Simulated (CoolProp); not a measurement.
Vapour-liquid equilibrium of ethylene (1) + ethane (2) at 244.9 K; x and y are mole fractions of (1).

Model: multi-fluid Helmholtz-energy mixture model, Smukala 2000 and Bücker 2006; pair parameters Bell 2016, in CoolProp.

| x | bubble pressure, mixture model (kPa) | bubble pressure, Raoult's law (kPa) | y, mixture model | y, Raoult's law |
|---|---|---|---|---|
| 0.05 | 1175 | 1167 | 0.083 | 0.087 |
| 0.2 | 1322 | 1304 | 0.290 | 0.312 |
| 0.35 | 1458 | 1440 | 0.457 | 0.494 |
| 0.5 | 1588 | 1577 | 0.602 | 0.644 |
| 0.65 | 1717 | 1713 | 0.733 | 0.771 |
| 0.8 | 1849 | 1850 | 0.853 | 0.879 |
| 0.95 | 1985 | 1986 | 0.965 | 0.972 |

The largest gap from Raoult's law is +1.4 % in bubble pressure, at x = 0.2. No azeotrope shows between x = 0.05 and 0.95.

The pair parameters rest on a limited set of measurements; away from them the model extrapolates.
